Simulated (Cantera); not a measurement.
A Cantera script and its output.

```python
import numpy as np
import cantera as ct

surf = ct.Interface("diamond.yaml", "diamond_100")
gas, bulk = surf.adjacent["gas"], surf.adjacent["diamond"]
k = surf.kinetics_species_index(bulk.species_names[0])
cover = ["c6HH", "c6H*", "c6*H", "c6**", "c6HM", "c6B"]

rows, drift = [], 0.0
print(f"{'T':>10s}{'um/h':>11s}" + "".join(f"{s:>11s}" for s in cover))
for v in [950, 1000, 1050, 1100, 1150, 1200, 1250, 1300, 1350, 1400]:
    T, P, xH, xCH3 = v, 1300, 0.00057, 7.3e-05
    gas.TPX = T, P, {"H": xH, "CH3": xCH3, "CH4": 0.0046, "H2": 1 - xH - xCH3 - 0.0046}
    surf.TP = bulk.TP = T, P
    surf.coverages = "c6H*:0.1, c6HH:0.9"
    surf.advance_coverages(100.0)
    before = surf.coverages
    surf.advance_coverages(100.0)
    drift = max(drift, np.max(np.abs(surf.coverages - before) / (surf.coverages + 1e-9)))
    rate = surf.net_production_rates[k] * bulk.mean_molecular_weight / bulk.density * 3.6e9
    rows.append([rate, *surf[cover].coverages])
    print(f"{v:10.4g}{rate:11.4e}" + "".join(f"{x:11.3e}" for x in rows[-1][1:]))
```

It prints:

```
         T       um/h       c6HH       c6H*       c6*H       c6**       c6HM        c6B
       950 2.6037e-01  5.994e-01  1.296e-02  3.078e-01  5.524e-03  5.688e-02  7.065e-10
      1000 2.0449e-01  5.808e-01  1.737e-02  3.556e-01  7.979e-03  2.774e-02  5.549e-10
      1050 1.2025e-01  5.564e-01  2.211e-02  3.959e-01  1.074e-02  9.925e-03  3.263e-10
      1100 7.0083e-02  5.282e-01  2.688e-02  4.260e-01  1.351e-02  3.065e-03  1.902e-10
      1150 5.2195e-02  5.024e-01  3.157e-02  4.476e-01  1.609e-02  9.307e-04  1.416e-10
      1200 4.8873e-02  4.818e-01  3.612e-02  4.624e-01  1.833e-02  2.904e-04  1.326e-10
      1250 4.5896e-02  4.672e-01  4.044e-02  4.713e-01  2.012e-02  9.282e-05  1.245e-10
      1300 3.4068e-02  4.585e-01  4.445e-02  4.750e-01  2.141e-02  3.026e-05  9.245e-11
      1350 1.8395e-02  4.552e-01  4.810e-02  4.743e-01  2.216e-02  1.049e-05  4.992e-11
      1400 8.1408e-03  4.557e-01  5.138e-02  4.703e-01  2.244e-02  3.999e-06  2.209e-11
```

Cantera simulation using the Harris–Goodwin 1993 mechanism for the reconstructed diamond (100) surface; the numbers are that mechanism's predictions, not measurements.
